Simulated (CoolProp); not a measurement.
Dimethyl carbonate along the isobar 29.1 bar: fugacity coefficient from the reference equation and from simpler models built on Tc = 557.0 K, pc = 49.09 bar, ω = 0.346; each cubic takes its own stable root.

Values from CoolProp's reference Helmholtz-energy equation of state, Zhou 2011.

```
T (K)   phase  reference
-----  ------  ---------
328.8  liquid    0.01095
343.2  liquid    0.01889
357.6  liquid    0.03083
372    liquid    0.04795
386.4  liquid    0.07149
400.8  liquid     0.1027
415.2  liquid     0.1426
429.5  liquid     0.1918
443.9  liquid     0.2519
458.3  liquid     0.3227
472.7  liquid     0.4045
487.1  liquid     0.4969
501.5  liquid     0.5990
515.9  liquid     0.7091
530.2     gas     0.7643
544.6     gas     0.7854
```

Question: How far does each simpler model (van der Waals, Redlich-Kwong, Soave-Redlich-Kwong, Peng-Robinson) lie from the reference over these 16 states: mean and median of the absolute difference, and the worst?

Answer: 
- van der Waals: mean 272.5 %, median 131.8 %, worst +1188.6 % at 328.8 K and 29.1 bar
- Redlich-Kwong: mean 64.4 %, median 49.0 %, worst +187.7 % at 328.8 K and 29.1 bar
- Soave-Redlich-Kwong: mean 1.8 %, median 2.1 %, worst +3.1 % at 472.7 K and 29.1 bar
- Peng-Robinson: mean 0.6 %, median 0.4 %, worst -2.1 % at 530.2 K and 29.1 bar

At some of these states van der Waals, Redlich-Kwong gives the other phase, because its saturation line lies elsewhere.
